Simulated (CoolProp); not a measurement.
Model: reference Helmholtz-energy equation of state, Marx 1992, in CoolProp.

Q: Give the vapour pressure (MPa), vapour Z, surface tension (mN/m) of saturated R113 at 307.8, 328.5, 370 K.

A: 
```
T (K)  p (MPa)  vapour Z  surface tension (mN/m)
-----  -------  --------  ----------------------
307.8   0.0646     0.970                    16.1
328.5    0.130     0.951                    13.8
370      0.405     0.889                    9.50
```

Surface tension comes from a separate correlation (Mulero 2012).
